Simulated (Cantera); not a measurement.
Mixture: CH4 : O2 : N2 = 1 : 4.65 : 17.5 (molar parts), at 1.01 bar, adiabatic and at constant volume. Ignition delay is the time to a rise of 400 K.

Detailed kinetics in Cantera: GRI-Mech 3.0 (53 species, 325 reactions).

Q: What does this change do: pressure from 1.01 bar to 6.00 bar?

A: 
```csv
quantity,before,after
delay at 1248 K,14.5 ms,2.97 ms
delay at 1323 K,5.55 ms,1.23 ms
delay at 1398 K,2.34 ms,0.549 ms
delay at 1473 K,1.10 ms,0.262 ms
delay at 1548 K,0.568 ms,0.133 ms
delay at 1623 K,0.319 ms,72.3 µs
apparent activation energy between 1473 and 1623 K,160 kJ/mol,170 kJ/mol
```
